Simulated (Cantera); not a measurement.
A Cantera script and what it prints.

```python
import numpy as np
import cantera as ct

gas_names = """
    Cu CuO Cu2 H HO2 H2 H2O H2O2 O OH O2 O3
""".split()
cond_names = """
    Cu(cr) Cu(L) CuO(s) CuO2H2(s) Cu2O(s) Cu2O(L) H2O(s) H2O(L)
""".split()


# ... load() reads the species with a 1 bar reference pressure and builds the phases ...
atoms = {
    'Cu2O': {'Cu': 2, 'O': 1},
    'H2': {'H': 2},
    'H2O': {'H': 2, 'O': 1},
}
top_T = {'CuO(s)': 1390}  # K; cautious upper limits of use, not melting points


# ... equilibrate(T, P, feed) seeds the gas with the atoms and calls Mixture.equilibrate('TP', solver="vcs", rtol=1e-11, max_steps=5000) ...
results = []
feed = {'Cu2O': 1, 'H2': 280, 'H2O': 0.047}  # mol
P = 3600  # Pa
for T in [698, 898, 1098, 1298, 1498, 1698, 1898, 2098]:
    mix = equilibrate(T, P, feed)
    results.append((T, P, feed, dict(zip(mix.species_names, mix.species_moles))))

top = {s: max(r[3][s] / sum(r[3][g] for g in gas_names) for r in results) for s in gas_names}
cols = sorted((s for s in top if top[s] > 0.0001), key=lambda s: -top[s])[:9]
seen = [c for c in cond_names if any(r[3].get(c, 0) > 1e-12 for r in results)]
print("log10 of partial pressures in bar; condensed amounts in mol")
print(f"{'T/K':>10s}" + "".join(f"{s[:9]:>10s}" for s in cols + seen))
for T, P, feed, n in results:
    ng = sum(n[g] for g in gas_names)
    print(f"{T:10.4g}" + "".join(f"{np.log10(max(n[s] / ng * P / 1e5, 1e-99)):10.3f}" for s in cols)
          + "".join(f"{n.get(c, 0):10.4g}" for c in seen))
```

Result:

```
log10 of partial pressures in bar; condensed amounts in mol
       T/K        H2         H        Cu       H2O    Cu(cr)     Cu(L)
       698    -1.445   -14.367   -18.370    -3.871         2         0
       898    -1.445   -10.684   -12.788    -3.871         2         0
      1098    -1.445    -8.329    -9.254    -3.871         2         0
      1298    -1.445    -6.693    -6.822    -3.871     1.999         0
      1498    -1.445    -5.488    -5.100    -3.871         0     1.938
      1698    -1.448    -4.564    -3.810    -3.873         0    0.7876
      1898    -1.450    -3.832    -3.594    -3.875         0         0
      2098    -1.455    -3.240    -3.597    -3.878         0         0
```

These are equilibrium values from Cantera (NASA tables, ideal gas, pure condensed phases), not measurements of a reactor.
